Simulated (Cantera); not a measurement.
Feed: 1 mol Si₃N₄, 1.1 mol H₂O, 32 mol N₂, held at 1348.15 K and 4.60 mbar.

Cantera equilibrium calculation (NASA polynomials, part measured and part estimated; ideal gas, pure solids and liquids). Candidate condensed phases: H₂O, Si, SiO₂, Si₂N₂O, Si₃N₄; 35 gas species. Mutual solubility and eutectic melting of coexisting phases are not modelled. Rates play no part.

Base state: N₂ 0.967, H₂ 0.0329 (mole fractions); condensed: Si₂N₂O(s) + Si₃N₄(s).

**Question.** What changes in the equilibrium state with this change: temperature from 1348.15 K to 1698.15 K?

**Answer.** 
```tsv
species	before	after
N₂	0.967	0.958
H₂	0.0329	0.0323
SiO	2.22e-7	0.00906
Si	<1e-9	7.00e-5
H	6.20e-6	0.000384
Si₂N₂O(s), mol	1.10	0.793
Si₃N₄(s), mol	0.267	0.368
```

**Question.** What changes in the equilibrium state with this change: temperature from 1348.15 K to 2073 K?

**Answer.** 
| species | before | after |
|---|---|---|
| N₂ | 0.967 | 0.915 |
| SiO | 2.22e-7 | 0.0296 |
| H₂ | 0.0329 | 0.0264 |
| Si | <1e-9 | 0.0217 |
| Si₂N | <1e-9 | 0.000380 |
| SiN | <1e-9 | 0.000309 |
| Si₂ | <1e-9 | 0.000266 |
| SiH | <1e-9 | 0.000137 |
| Si₃ | <1e-9 | 5.51e-5 |
| Si₂N₂O(s), mol | 1.10 | 0 |
| Si₃N₄(s), mol | 0.267 | 0 |
| Si(l), mol | 0 | 1.02 |
The tables' values for SiN are old estimates; treat these amounts as uncertain.
